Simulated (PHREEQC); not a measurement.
**Nickel, zinc or cadmium bath: an equilibrium model**

Make-up at 20 °C: 26 mmol/kgw ZnCl2 and 1.7 mmol/kgw KCl. Closed to the air; pH follows from the charge balance.

Equilibrium calculation in PHREEQC: ion-association model, phreeqc.dat.

No solid was allowed to form.

Problem. Estimate the pH, density, specific conductance.

Solution. pH 5.36; density 1.002 g/cm³; specific conductance 4820 µS/cm.

Problem. In which forms is Zn present?

Solution. Zn+2 95 %, ZnCl+ 4.4 % of the Zn.
